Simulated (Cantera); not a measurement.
A perfectly stirred reactor is fed with 14.1 % CH4, 85.9 % H2, at 20.0 Torr; it is held at 1650 K, and followed from long to short residence time.

Cantera simulation using GRI-Mech 3.0 (53 species, 325 reactions); the numbers are that mechanism's predictions, not measurements. GRI-Mech 3.0 stops at C3 and has no aromatics, soot or wall deposition, so with more carbon than oxygen in the feed, carbon stays in small species such as C2H2 where larger ones or solid carbon would form. Radical loss at walls, strong at low pressure, is not modelled.

x: mole fraction; the columns are a selection and need not sum to one.

```json
[
 {"τ (s)": "14", "x CH4": "0.0181", "x H2": "0.928", "x C2H6": "9.90e-7", "x CH3": "0.000192", "x C2H4": "___", "x C2H": "1.23e-7"},
 {"τ (s)": "2.9", "x CH4": "0.0396", "x H2": "0.915", "x C2H6": "4.14e-6", "x CH3": "0.000382", "x C2H4": "___", "x C2H": "9.16e-8"},
 {"τ (s)": "0.60", "x CH4": "0.0771", "x H2": "0.894", "x C2H6": "1.33e-5", "x CH3": "0.000662", "x C2H4": "___", "x C2H": "5.05e-8"},
 {"τ (s)": "0.12", "x CH4": "0.117", "x H2": "0.872", "x C2H6": "2.56e-5", "x CH3": "0.000888", "x C2H4": "___", "x C2H": "1.53e-8"},
 {"τ (s)": "0.025", "x CH4": "0.136", "x H2": "0.861", "x C2H6": "2.22e-5", "x CH3": "0.000783", "x C2H4": "___", "x C2H": "1.42e-9"},
 {"τ (s)": "0.0050", "x CH4": "0.140", "x H2": "0.859", "x C2H6": "3.31e-6", "x CH3": "0.000275", "x C2H4": "___", "x C2H": "2.94e-12"},
 {"τ (s)": "0.0010", "x CH4": "0.141", "x H2": "0.859", "x C2H6": "9.74e-8", "x CH3": "5.68e-5", "x C2H4": "___", "x C2H": "<1e-12"},
 {"τ (s)": "0.00020", "x CH4": "0.141", "x H2": "0.859", "x C2H6": "1.29e-9", "x CH3": "1.13e-5", "x C2H4": "___", "x C2H": "<1e-12"}
]
```

Problem. Some entries are withheld; supply them.

Solution. 
- 14, x C2H4: 0.000119
- 2.9, x C2H4: 0.000176
- 0.60, x C2H4: 0.000371
- 0.12, x C2H4: 0.000634
- 0.025, x C2H4: 0.000462
- 0.0050, x C2H4: 3.04e-5
- 0.0010, x C2H4: 2.90e-7
- 0.00020, x C2H4: 2.21e-9
